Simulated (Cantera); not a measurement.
Cantera with NASA thermochemical tables; ideal gases at 1 bar, condensed phases pure. Values are per mole of reaction as written; species without (g) are pure solids or liquids, kept so even where they would boil at 1 bar.

6 H2O(g) + 9 O2(g) + 4 Cr2N = 4 NH3(g) + 8 CrO3(g), with ΔH° = -574.0 kJ and ΔS° = -339.2 J/K at 300 K.

Problem. How far is the shortcut ΔG° ≈ ΔH°(300 K) − T·ΔS°(300 K) from the full temperature-dependent value at 750, 950, 1150, 1350, 1550 K?

Solution. 
```tsv
T (K)	shortcut (kJ)	full (kJ)	difference (kJ)	difference in log10 K
750	-319.6	-295.6	-24.0	1.67
950	-251.8	-210.1	-41.6	2.29
1150	-183.9	-121.8	-62.1	2.82
1350	-116.1	-30.7	-85.4	3.30
1550	-48.2	63.5	-111.7	3.76
```
The shortcut ignores the heat-capacity change of the reaction.
